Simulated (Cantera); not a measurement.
**Ammonia decomposition in nitride growth gas**

An isothermal, constant-pressure homogeneous reactor starts with 24.4 % NH3, 75.6 % N2, at 1623 K and 0.0263 atm.

Detailed kinetics in Cantera: the gas-phase N/H chemistry of the illustrative SiF4/NH3 mechanism in the Surface Chemkin manual (1991). Walls and surfaces, which speed up NH3 decomposition in real reactors, are not modelled.

| t (s) | x NH3 | x NH2 | x N2H2 | x H | x N2 |
|---|---|---|---|---|---|
| 2.00e-5 | 0.244 | 1.21e-8 | <1e-12 | 4.90e-9 | 0.756 |
| 5.87e-5 | 0.244 | 4.33e-8 | <1e-12 | 6.73e-9 | 0.756 |
| 0.000172 | 0.244 | 1.40e-7 | <1e-12 | 6.92e-9 | 0.756 |
| 0.000505 | 0.244 | 4.23e-7 | 2.10e-12 | 6.92e-9 | 0.756 |
| 0.00148 | 0.244 | 1.26e-6 | 3.37e-11 | 6.92e-9 | 0.756 |
| 0.00435 | 0.244 | 3.69e-6 | 3.89e-10 | 6.97e-9 | 0.756 |
| 0.0128 | 0.244 | 1.08e-5 | 3.88e-9 | 7.45e-9 | 0.756 |
| 0.0374 | 0.244 | 3.17e-5 | 3.76e-8 | 1.24e-8 | 0.756 |
| 0.110 | 0.244 | 8.80e-5 | 3.17e-7 | 6.89e-8 | 0.756 |
| 0.322 | 0.242 | 0.000138 | 8.31e-7 | 4.93e-7 | 0.756 |
| 0.945 | 0.238 | 0.000130 | 8.13e-7 | 1.67e-6 | 0.755 |
| 2.77 | 0.226 | 0.000113 | 7.10e-7 | 4.52e-6 | 0.752 |
| 8.13 | 0.198 | 9.36e-5 | 5.30e-7 | 1.10e-5 | 0.747 |
| 23.9 | 0.142 | 6.90e-5 | 2.99e-7 | 2.45e-5 | 0.735 |
| 70.0 | 0.0698 | 3.90e-5 | 1.00e-7 | 4.86e-5 | 0.720 |
x: mole fraction; the columns are a selection and need not sum to one.

Equilibrium at this temperature and pressure: NH3 1.55e-7, NH2 2.95e-10, N2H2 <1e-12, H 0.000231, N2 0.706 (gas phase only).
